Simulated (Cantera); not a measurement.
A closed system holds: 1 mol Si3N4, 1.1 mol O2, at 1773 K and 0.100 bar.

Method: chemical equilibrium by Gibbs-energy minimisation in Cantera with the NASA 1993 tables (ideal gas, pure condensed phases). Candidate condensed phases: Si, SiO2, Si2N2O, Si3N4; 16 gas species. Mutual solubility and eutectic melting of coexisting phases are not modelled. The tables hold silica as quartz up to 1696 K and as liquid above; real silica turns to tridymite and cristobalite and melts near 1996 K. The numbers say what is thermodynamically allowed, not how fast it happens.

Base state: N2 0.977, SiO 0.0227 (mole fractions); condensed: SiO2(condensed) + Si2N2O(s).

### Question
What changes in the equilibrium state with this change: O2 from 1.1 to 0.13 mol?

### Answer
```tsv
species	before	after
N2	0.977	0.999
SiO	0.0227	0.000816
SiO2(condensed), mol	0.461	0
Si2N2O(s), mol	1.26	0.260
Si3N4(s), mol	0	0.827
```
